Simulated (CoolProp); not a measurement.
R507A at 236.56 K and 0.33 MPa flows at 0.21 m/s in a round tube of 10 mm bore and 0.25 µm roughness, fully developed (64/Re and Nu = 3.66 if laminar; Colebrook and Gnielinski if turbulent). Each further row changes one setting.

Model: reference Helmholtz-energy equation of state, Lemmon 2003, in CoolProp. It is a pseudo-pure fit of the blend.

```
case               Reynolds number  Darcy friction factor  pressure drop (Pa/m)  heat-transfer coefficient (W/(m² K))  mass flow (kg/h)
-----------------  ---------------  ---------------------  --------------------  ------------------------------------  ----------------
as stated                     8780             (withheld)                  90.7                            (withheld)        (withheld)
velocity 0.42 m/s            17600                 0.0268                   304                                   968               153
diameter 20 mm               17600                 0.0268            (withheld)                                   484        (withheld)
```

Complete the blanks.


- as stated, Darcy friction factor: 0.0320
- as stated, heat-transfer coefficient (W/(m² K)): 517
- as stated, mass flow (kg/h): 76.3
- diameter 20 mm, pressure drop (Pa/m): 37.9
- diameter 20 mm, mass flow (kg/h): 305

Viscosity comes from a separate model (Geller 2000). Thermal conductivity comes from a separate model (Geller 2001).
